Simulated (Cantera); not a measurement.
An isothermal, constant-pressure homogeneous reactor starts with CH4 : H2 = 1 : 32 (molar parts), at 1525 K and 1330 Pa. Integrator tolerance rtol = 1e-08.

Computed with Cantera and GRI-Mech 3.0 (53 species, 325 reactions). GRI-Mech 3.0 stops at C3 and has no aromatics, soot or wall deposition, so with more carbon than oxygen in the feed, carbon stays in small species such as C2H2 where larger ones or solid carbon would form. Radical loss at walls, strong at low pressure, is not modelled.

What does this change do: CH4 1 to 0.42 parts?


```
quantity                                             before                                     after
-----------------  ----------------------------------------  ----------------------------------------
x(CH4) at 2.00 s     0.0284 (gas-phase equilibrium 0.00101)   0.0126 (gas-phase equilibrium 0.000666)
x(H2) at 2.00 s         0.970 (gas-phase equilibrium 0.985)       0.987 (gas-phase equilibrium 0.993)
x(C2H4) at 2.00 s   3.05e-5 (gas-phase equilibrium 4.10e-5)   6.45e-6 (gas-phase equilibrium 1.76e-5)
x(C2H6) at 2.00 s   1.13e-6 (gas-phase equilibrium 3.85e-9)   2.47e-7 (gas-phase equilibrium 1.67e-9)
x(C2H) at 2.00 s   3.15e-10 (gas-phase equilibrium 6.46e-9)  6.21e-11 (gas-phase equilibrium 2.74e-9)
x(CH3) at 2.00 s    9.88e-5 (gas-phase equilibrium 4.24e-6)   4.75e-5 (gas-phase equilibrium 2.79e-6)
x(C2H2) at 2.00 s   0.000837 (gas-phase equilibrium 0.0142)  0.000152 (gas-phase equilibrium 0.00605)
```

What does this change do: pressure from 1330 Pa to 82000 Pa?


| quantity | before | after |
|---|---|---|
| x(CH4) at 2.00 s | 0.0284 (gas-phase equilibrium 0.00101) | 0.0256 (gas-phase equilibrium 0.0247) |
| x(H2) at 2.00 s | 0.970 (gas-phase equilibrium 0.985) | 0.972 (gas-phase equilibrium 0.973) |
| x(C2H4) at 2.00 s | 3.05e-5 (gas-phase equilibrium 4.10e-5) | 0.000343 (gas-phase equilibrium 0.000409) |
| x(C2H6) at 2.00 s | 1.13e-6 (gas-phase equilibrium 3.85e-9) | 2.21e-6 (gas-phase equilibrium 2.34e-6) |
| x(C2H) at 2.00 s | 3.15e-10 (gas-phase equilibrium 6.46e-9) | 1.12e-10 (gas-phase equilibrium 1.36e-10) |
| x(CH3) at 2.00 s | 9.88e-5 (gas-phase equilibrium 4.24e-6) | 1.37e-5 (gas-phase equilibrium 1.33e-5) |
| x(C2H2) at 2.00 s | 0.000837 (gas-phase equilibrium 0.0142) | 0.00193 (gas-phase equilibrium 0.00233) |
